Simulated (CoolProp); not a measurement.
Aqueous magnesium chloride as a coolant, 24 % by mass, freezing at -44.4 °C, 1 atm.

Values from CoolProp's Melinder's fits for secondary coolants.

```json
[
 {"T (°C)": "-10.6", "density (kg/m³)": "1233", "cp (kJ/(kg K))": "2.859", "Prandtl number": "158", "conductivity (W/(m K))": "0.477"},
 {"T (°C)": "-7.3", "density (kg/m³)": "1232", "cp (kJ/(kg K))": "2.866", "Prandtl number": "132", "conductivity (W/(m K))": "0.483"},
 {"T (°C)": "-4.1", "density (kg/m³)": "1230", "cp (kJ/(kg K))": "___", "Prandtl number": "111", "conductivity (W/(m K))": "0.489"},
 {"T (°C)": "-0.8", "density (kg/m³)": "1229", "cp (kJ/(kg K))": "2.881", "Prandtl number": "93.7", "conductivity (W/(m K))": "0.495"},
 {"T (°C)": "2.5", "density (kg/m³)": "1227", "cp (kJ/(kg K))": "2.888", "Prandtl number": "___", "conductivity (W/(m K))": "0.501"},
 {"T (°C)": "5.8", "density (kg/m³)": "1225", "cp (kJ/(kg K))": "2.896", "Prandtl number": "67.6", "conductivity (W/(m K))": "0.507"},
 {"T (°C)": "9", "density (kg/m³)": "1223", "cp (kJ/(kg K))": "2.903", "Prandtl number": "58.2", "conductivity (W/(m K))": "0.513"},
 {"T (°C)": "12.3", "density (kg/m³)": "1221", "cp (kJ/(kg K))": "2.910", "Prandtl number": "50.2", "conductivity (W/(m K))": "0.519"},
 {"T (°C)": "15.6", "density (kg/m³)": "1219", "cp (kJ/(kg K))": "2.917", "Prandtl number": "43.7", "conductivity (W/(m K))": "0.526"},
 {"T (°C)": "18.9", "density (kg/m³)": "1218", "cp (kJ/(kg K))": "2.923", "Prandtl number": "38.3", "conductivity (W/(m K))": "0.532"},
 {"T (°C)": "22.1", "density (kg/m³)": "1216", "cp (kJ/(kg K))": "2.929", "Prandtl number": "34.0", "conductivity (W/(m K))": "___"},
 {"T (°C)": "25.4", "density (kg/m³)": "1214", "cp (kJ/(kg K))": "2.935", "Prandtl number": "___", "conductivity (W/(m K))": "0.543"},
 {"T (°C)": "28.7", "density (kg/m³)": "1212", "cp (kJ/(kg K))": "2.941", "Prandtl number": "27.3", "conductivity (W/(m K))": "0.549"},
 {"T (°C)": "32", "density (kg/m³)": "1211", "cp (kJ/(kg K))": "2.945", "Prandtl number": "24.8", "conductivity (W/(m K))": "___"}
]
```

**Question.** Complete the blanks.

**Answer.** 
- -4.1, cp (kJ/(kg K)): 2.873
- 2.5, Prandtl number: 79.4
- 22.1, conductivity (W/(m K)): 0.537
- 25.4, Prandtl number: 30.3
- 32, conductivity (W/(m K)): 0.555
